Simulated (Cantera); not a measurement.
# Moist CO burnout

An isothermal, constant-pressure homogeneous reactor starts with 0.906 % CO, 1.66 % O2, 0.0107 % H2O, 97.4 % N2, at 1300 K and 4.93 atm.

Detailed kinetics in Cantera: GRI-Mech 3.0 (53 species, 325 reactions).

| t (s) | x CO | x O2 | x H2O | x N2O | x NO | x H2O2 | x CO2 |
|---|---|---|---|---|---|---|---|
| 2.00e-6 | 0.00906 | 0.0166 | 0.000107 | <1e-12 | <1e-12 | <1e-12 | 3.20e-10 |
| 9.28e-6 | 0.00906 | 0.0166 | 0.000107 | <1e-12 | <1e-12 | <1e-12 | 1.50e-9 |
| 4.31e-5 | 0.00906 | 0.0166 | 0.000107 | 2.00e-12 | <1e-12 | <1e-12 | 7.19e-9 |
| 0.000200 | 0.00906 | 0.0166 | 0.000107 | 4.01e-11 | <1e-12 | <1e-12 | 3.98e-8 |
| 0.000928 | 0.00906 | 0.0166 | 0.000107 | 7.90e-10 | <1e-12 | <1e-12 | 4.11e-7 |
| 0.00431 | 0.00900 | 0.0165 | 0.000106 | 1.08e-7 | 1.84e-10 | 3.42e-9 | 6.59e-5 |
| 0.0200 | 0.00511 | 0.0146 | 0.000104 | 4.91e-6 | 5.22e-7 | 7.97e-9 | 0.00396 |
| 0.0928 | 0.000625 | 0.0124 | 0.000106 | 7.11e-6 | 3.13e-6 | 1.19e-9 | 0.00847 |
| 0.431 | 1.02e-5 | 0.0121 | 0.000107 | 1.72e-6 | 4.19e-6 | 3.66e-11 | 0.00909 |
| 2.00 | 6.07e-8 | 0.0121 | 0.000108 | 2.92e-8 | 4.44e-6 | 2.14e-12 | 0.00910 |
x: mole fraction; the columns are a selection and need not sum to one.

Equilibrium at this temperature and pressure: CO 5.71e-9, O2 0.0120, H2O 0.000108, N2O 1.75e-8, NO 0.000106, H2O2 1.45e-12, CO2 0.00910 (gas phase only).
